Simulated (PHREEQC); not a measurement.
0.075 g of hydrous ferric oxide (600 m²/g; 0.2 weak and 0.005 strong sites per Fe, Dzombak-Morel constants, diffuse double layer) in 1 kg of water with 0.3 mol/kgw of an inert sodium salt and 7e-06 mol Na2SeO4 and 1e-05 mol Na2HAsO4, at 25 °C; the pH is set by adding NaOH or the inert anion's acid. O2 is buffered at 0.21 atm. The system is closed to CO2. No solid was allowed to form.

Base run: PHREEQC, ion-association model, wateq4f.dat. Each further column changes one thing. The table gives As sorbed (%).

```csv
pH,base,no electrostatic term (-no_edl),background salt from 0.3 to 0.03 mol/kgw,oxide from 0.075 to 0.38 g/kgw
4,100.0,94.8,100.0,100.0
5,100.0,95.3,100.0,100.0
6,100.0,97.1,100.0,100.0
6.5,100.0,98.1,100.0,100.0
7.5,99.8,99.1,99.9,100.0
8.5,96.9,99.9,96.3,99.8
9.5,80.9,100.0,?,?
10,65.3,100.0,?,?
11,22.1,99.9,4.7,?
12,2.3,?,0.3,10.6
```

Task: Some entries are withheld; supply them.

Result: 
- 9.5, background salt from 0.3 to 0.03 mol/kgw: 61.1
- 9.5, oxide from 0.075 to 0.38 g/kgw: 97.8
- 10, background salt from 0.3 to 0.03 mol/kgw: 35.2
- 10, oxide from 0.075 to 0.38 g/kgw: 93.6
- 11, oxide from 0.075 to 0.38 g/kgw: 60.4
- 12, no electrostatic term (-no_edl): 99.7
